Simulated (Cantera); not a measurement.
A freely propagating, adiabatic, planar premixed flame of 6.60 % CH₄, 1.25 % C₂H₆, 0.555 % C₃H₈, 22.9 % O₂, 68.7 % N₂, unburnt at 473 K and 1730 Torr; mixture-averaged transport, grid criteria slope 0.08 and curve 0.16, no radiation.

Model: GRI-Mech 3.0 (53 species, 325 reactions), integrated in Cantera. Burning velocities carry a grid error of a few per cent, more on coarse grids.

Question: Predict: laminar burning velocity; thermal thickness; peak x(HO₂); peak x(C₂H₂).

Answer: 
| Item | Value |
|---|---|
| laminar burning velocity | 91.8 cm/s |
| thermal thickness | 0.144 mm |
| peak x(HO₂) | 0.000370 |
| peak x(C₂H₂) | 0.000394 |
